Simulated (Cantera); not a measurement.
A perfectly stirred reactor is fed with CH4 : C2H6 : C3H8 : O2 : N2 = 1 : 0.21 : 0.71 : 5.24 : 19.7 (molar parts), at 1.01 bar; it is adiabatic with a 348 K inlet, and is followed from long to short residence time, starting on the burning branch (τ in s: 0.091, 0.039, 0.017, 0.0073, 0.0032, 0.0014, 0.00059, 0.00025, 0.00011, 4.8e-05, 2.1e-05, 8.9e-06).

Cantera simulation using GRI-Mech 3.0 (53 species, 325 reactions); the numbers are that mechanism's predictions, not measurements. GRI-Mech 3.0 was tuned for natural gas; its chemistry of propane as a main component is partial and can be far from experiment.

Q: Predict: blow-out, bracketed by the residence times tried; x(CH4) at τ = 91.0 ms; x(C2H6) at τ = 91.0 ms; x(C3H8) at τ = 91.0 ms; x(HO2) at τ = 91.0 ms; x(CH3) at τ = 91.0 ms; x(CH4) at τ = 0.590 ms; x(C2H6) at τ = 0.590 ms; x(C3H8) at τ = 0.590 ms; x(HO2) at τ = 0.590 ms; x(CH3) at τ = 0.590 ms.

A: 
| Quantity | Value |
|---|---|
| blow-out, bracketed by the residence times tried | burning at 0.110 ms, out at 48.0 µs |
| x(CH4) at τ = 91.0 ms | 4.50e-6 |
| x(C2H6) at τ = 91.0 ms | 4.36e-8 |
| x(C3H8) at τ = 91.0 ms | 1.30e-7 |
| x(HO2) at τ = 91.0 ms | 1.24e-7 |
| x(CH3) at τ = 91.0 ms | 4.68e-6 |
| x(CH4) at τ = 0.590 ms | 8.67e-5 |
| x(C2H6) at τ = 0.590 ms | 3.44e-6 |
| x(C3H8) at τ = 0.590 ms | 8.25e-6 |
| x(HO2) at τ = 0.590 ms | 2.27e-6 |
| x(CH3) at τ = 0.590 ms | 0.000101 |
